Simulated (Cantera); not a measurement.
Feed: 1 mol HMDSO, 0.11 mol CO2, 0.68 mol H2, at 823 K and 1.33 mbar.

These are equilibrium values from Cantera (NASA tables, ideal gas, pure condensed phases), not measurements of a reactor. Candidate condensed phases: C, C6H6, C7H8, C8H18, H2O, Si, SiC, SiO2; 123 gas species. The feed counts by its element totals alone. Equilibrium is a limit: real reactors are often held back by kinetics, nucleation or transport.

Base state: H2 0.999, CH4 0.00124 (mole fractions); condensed: C(graphite) + SiC(s) + SiO2(α-quartz).

Task: What changes in the equilibrium state with this change: temperature from 823 K to 1848.15 K?

Result: 
| species | before | after |
|---|---|---|
| H2 | 0.999 | 0.875 |
| CO | 3.50e-8 | 0.110 |
| H | <1e-9 | 0.0136 |
| SiO | <1e-9 | 0.000702 |
| C2H2 (acetylene) | <1e-9 | 0.000226 |
| Si | <1e-9 | 0.000141 |
| CH4 | 0.00124 | 6.72e-7 |
| C(graphite), mol | 4.71 | 2.90 |
| SiC(s), mol | 1.39 | 1.99 |
| SiO2(α-quartz), mol | 0.610 | 0 |
